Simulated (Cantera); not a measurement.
What does this Cantera script print?

```python
import numpy as np
import cantera as ct

gas_names = """
    C CH CH2 CH3 CH4 C2 C2H C2H2,acetylene C2H2,vinylidene C2H3,vinyl C2H4 C2H5 C2H6 C3 C3H3,propargyl
    C3H4,allene C3H4,propyne C3H4,cyclo- C3H5,allyl C3H6,propylene C3H6,cyclo- C3H7,n-propyl
    C3H7,i-propyl C3H8 C4 C4H2 C4H4,1,3-cyclo- C4H6,butadiene C4H6,2-butyne C4H6,cyclo- C4H8,1-butene
    C4H8,cis2-buten C4H8,tr2-butene C4H8,isobutene C4H8,cyclo- C4H9,n-butyl C4H9,i-butyl C4H9,s-butyl
    C4H9,t-butyl C4H10,isobutane C4H10,n-butane C5 C5H6,1,3cyclo- C5H8,cyclo- C5H10,1-pentene
    C5H10,cyclo- C5H11,pentyl C5H11,t-pentyl C5H12,n-pentane C5H12,i-pentane CH3C(CH3)2CH3 C6H2
    C6H5,phenyl C6H6 C6H10,cyclo- C6H12,1-hexene C6H12,cyclo- C6H13,n-hexyl C7H7,benzyl C7H8
    C7H14,1-heptene C7H15,n-heptyl C7H16,n-heptane C8H8,styrene C8H10,ethylbenz C8H16,1-octene
    C8H17,n-octyl C8H18,isooctane C8H18,n-octane C9H19,n-nonyl C10H8,naphthale C10H21,n-decyl
    C12H9,o-bipheny C12H10,bipheny H H2 Ti
""".split()
cond_names = """
    C(gr) C6H6(L) C7H8(L) C8H18(L),n-octa Ti(a) Ti(b) Ti(L) TiC(s) TiC(L)
""".split()


def load(file, names, dense=False):
    # The tables refer to 1 bar. Condensed volumes are neglected.
    table = {s.name: s for s in ct.Species.list_from_file(file)}
    out = []
    for n in names:
        d = dict(table[n].input_data)
        d["thermo"] = dict(d["thermo"], **{"reference-pressure": 1e5})
        if dense:
            d["equation-of-state"] = {"model": "constant-volume", "density": "1e6 g/cm^3"}
        out.append(ct.Species.from_dict(d))
    return out


gas = ct.Solution(thermo="ideal-gas", species=load("nasa_gas.yaml", gas_names))
cond = {s.name: ct.Solution(thermo="fixed-stoichiometry", species=[s], name=s.name)
        for s in load("nasa_condensed.yaml", cond_names, dense=True)}
atoms = {
    'TiC': {'Ti': 1, 'C': 1},
    'C': {'C': 1},
    'H2': {'H': 2},
}
top_T = {'C(gr)': 4500}  # K; cautious upper limits of use, not melting points


def equilibrate(T, P, feed):
    n = {}
    for name, mol in feed.items():
        for a, k in atoms[name].items():
            n[a] = n.get(a, 0.0) + k * mol
    gas.TPX = T, P, n
    mass = sum(n.values()) * gas.mean_molecular_weight
    gas.equilibrate("TP")
    valid = [c for c in cond.values() if c.min_temp <= T <= top_T.get(c.name, c.max_temp)]
    mix = ct.Mixture([(gas, mass / gas.mean_molecular_weight)] + [(c, 0.0) for c in valid])
    mix.T, mix.P = T, P
    mix.equilibrate("TP", solver="vcs", rtol=1e-11, max_steps=5000)
    return mix


results = []
feed = {'TiC': 1, 'C': 0.019, 'H2': 0.24}  # mol
T = 1700  # K
P = 660000  # Pa
mix = equilibrate(T, P, feed)
results.append((T, P, feed, dict(zip(mix.species_names, mix.species_moles))))
print(gas.report(threshold=0.0001))
for i in range(1, mix.n_phases):
    print(f"{mix.phase(i).name:16s} {mix.phase_moles(i):12.5e} mol")
```

Output:

```
       temperature   1700 K
          pressure   6.6e+05 Pa
           density   0.098914 kg/m^3
  mean mol. weight   2.1184 kg/kmol
   phase of matter   gas

                          1 kg             1 kmol
                     ---------------   ---------------
          enthalpy        2.0197e+07        4.2784e+07  J
   internal energy        1.3524e+07        2.8649e+07  J
           entropy             79527        1.6847e+05  J/K
    Gibbs function         -1.15e+08       -2.4361e+08  J
 heat capacity c_p             15851             33577  J/K
 heat capacity c_v             11926             25263  J/K

                      mass frac. Y      mole frac. X     chem. pot. / RT
                     ---------------   ---------------   ---------------
               CH4          0.053954         0.0071242           -36.621
                H2           0.94475           0.99271           -17.095
     [  +75 minor]         0.0012972        0.00016208

C(gr)             1.72542e-02 mol
Ti(b)             0.00000e+00 mol
TiC(s)            1.00000e+00 mol
```

Cantera equilibrium calculation (NASA polynomials, part measured and part estimated; ideal gas, pure solids and liquids). TiC: taken at fixed stoichiometry.
